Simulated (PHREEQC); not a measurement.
Dissolve 0.0018 mol Cu(BF4)2, 0.035 mol HCl and 3.8e-05 mol FeCl3 per kg of water at 26 °C. Closed to the air; pH follows from the charge balance.

All values are PHREEQC results (ion-association model, phreeqc.dat), not measurements.

Precipitation was switched off in this run.

Task: Order these B species by the share of B that they hold, largest first: H3BO3, BF2(OH)2-, BF3OH-, BF4-.

Result: BF4- (56 %), H3BO3 (39 %), BF3OH- (3.8 %), BF2(OH)2- (0.94 %)

Task: Order these F species by the share of F that they hold, largest first: BF4-, BF2(OH)2-, F-, HF, BF3OH-.

Result: BF4- (56 %), HF (39 %), BF3OH- (2.8 %), F- (1.1 %), BF2(OH)2- (0.47 %)

The pH is 1.53 and the ionic strength 0.0391 mol/kgw. Real BF4- forms and hydrolyses slowly; the run takes it at equilibrium. Fluoro complexes past AlF4- and FeF3 are missing from the database.
